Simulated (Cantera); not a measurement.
What does this Cantera script print?

```python
import numpy as np
import cantera as ct

gas_names = [...]  # 131 gases of nasa_gas.yaml made of C, H, O
cond_names = """
    C(gr) C6H6(L) C7H8(L) C8H18(L),n-octa H2O(s) H2O(L)
""".split()


# ... load() reads the species with a 1 bar reference pressure and builds the phases ...
atoms = {
    'CH3OH': {'C': 1, 'H': 4, 'O': 1},
    'O2': {'O': 2},
}
top_T = {'C(gr)': 4500}  # K; cautious upper limits of use, not melting points


# ... equilibrate(T, P, feed) seeds the gas with the atoms and calls Mixture.equilibrate('TP', solver="vcs", rtol=1e-11, max_steps=5000) ...
results = []
feed = {'CH3OH': 1, 'O2': 0.063}  # mol
P = 2300  # Pa
for T in [2500, 2750, 3000, 3250, 3500, 3750, 4000, 4250, 4500, 4750, 5000]:
    mix = equilibrate(T, P, feed)
    results.append((T, P, feed, dict(zip(mix.species_names, mix.species_moles))))
    x = sorted(zip(gas.X, gas.species_names), reverse=True)
    print(f"T = {T:g} K  P = {P:g} Pa  gas = {mix.phase_moles(0):.4g} mol")
    print("   x: " + "  ".join(f"{s} {v:.3e}" for v, s in x if v > 0.0001))
    print("   condensed (mol): " + ("  ".join(f"{mix.phase(i).name} {mix.phase_moles(i):.4g}"
          for i in range(1, mix.n_phases) if mix.phase_moles(i) > 1e-12) or "none"))
```

Result:

```
T = 2500 K  P = 2300 Pa  gas = 3.196 mol
   x: H2 5.302e-01  CO 3.096e-01  H 1.207e-01  H2O 3.431e-02  CO2 3.233e-03  OH 1.619e-03  O 2.425e-04
   condensed (mol): none
T = 2750 K  P = 2300 Pa  gas = 3.517 mol
   x: H2 3.980e-01  H 2.846e-01  CO 2.816e-01  H2O 2.583e-02  OH 4.960e-03  CO2 2.669e-03  O 2.244e-03
   condensed (mol): none
T = 3000 K  P = 2300 Pa  gas = 4.071 mol
   x: H 4.972e-01  CO 2.441e-01  H2 2.280e-01  H2O 1.077e-02  O 1.042e-02  OH 7.803e-03  CO2 1.558e-03  O2 1.950e-04
   condensed (mol): none
T = 3250 K  P = 2300 Pa  gas = 4.633 mol
   x: H 6.603e-01  CO 2.153e-01  H2 9.731e-02  O 1.972e-02  OH 4.873e-03  H2O 1.811e-03  CO2 5.087e-04  O2 1.431e-04
   condensed (mol): none
T = 3500 K  P = 2300 Pa  gas = 4.937 mol
   x: H 7.364e-01  CO 2.024e-01  H2 3.576e-02  O 2.315e-02  OH 1.929e-03  H2O 2.035e-04  CO2 1.391e-04
   condensed (mol): none
T = 3750 K  P = 2300 Pa  gas = 5.054 mol
   x: H 7.639e-01  CO 1.978e-01  O 2.410e-02  H2 1.336e-02  OH 7.374e-04
   condensed (mol): none
T = 4000 K  P = 2300 Pa  gas = 5.097 mol
   x: H 7.736e-01  CO 1.961e-01  O 2.443e-02  H2 5.418e-03  OH 3.046e-04
   condensed (mol): none
T = 4250 K  P = 2300 Pa  gas = 5.115 mol
   x: H 7.771e-01  CO 1.952e-01  O 2.481e-02  H2 2.409e-03  C 3.290e-04  OH 1.389e-04
   condensed (mol): none
T = 4500 K  P = 2300 Pa  gas = 5.129 mol
   x: H 7.775e-01  CO 1.932e-01  O 2.624e-02  C 1.747e-03  H2 1.163e-03
   condensed (mol): none
T = 4750 K  P = 2300 Pa  gas = 5.158 mol
   x: H 7.743e-01  CO 1.871e-01  O 3.115e-02  C 6.752e-03  H2 6.003e-04
   condensed (mol): none
T = 5000 K  P = 2300 Pa  gas = 5.221 mol
   x: H 7.654e-01  CO 1.729e-01  O 4.267e-02  C 1.851e-02  H2 3.257e-04
   condensed (mol): none
```

Cantera equilibrium calculation (NASA polynomials, part measured and part estimated; ideal gas, pure solids and liquids).
